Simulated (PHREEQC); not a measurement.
Make-up at 20 °C: 0.0048 mol/kgw MgSO4 and 0.0017 mol/kgw FeCl2. Closed to the air; pH follows from the charge balance.

Equilibrium calculation in PHREEQC: ion-association model, phreeqc.dat.

```json
[
 {"quantity": "pH", "before": "6.39", "after": "6.26"},
 {"quantity": "ionic strength (mol/kgw)", "before": "0.0192", "after": "0.0192"},
 {"quantity": "SO4-2 (mol/kgw)", "before": "0.00353", "after": "0.00353"},
 {"quantity": "MgSO4 (mol/kgw)", "before": "0.000981", "after": "0.000981"},
 {"quantity": "HSO4- (mol/kgw)", "before": "8.53e-8", "after": "1.15e-7"}
]
```

Problem. Name the change that produced these shifts.
A) temperature from 20 to 50 °C
B) FeCl2 from 0.0017 to 0.0085 mol/kgw
C) 0.0013 mol/kgw H4SiO4 added
D) FeCl2 replaced by MnCl2 at the same molality
E) temperature from 20 to 70 °C

Solution. C, 0.0013 mol/kgw H4SiO4 added

No solid was allowed to form. Some of these states are supersaturated (in Quartz (slow to form), Chalcedony (slow to form), for instance).
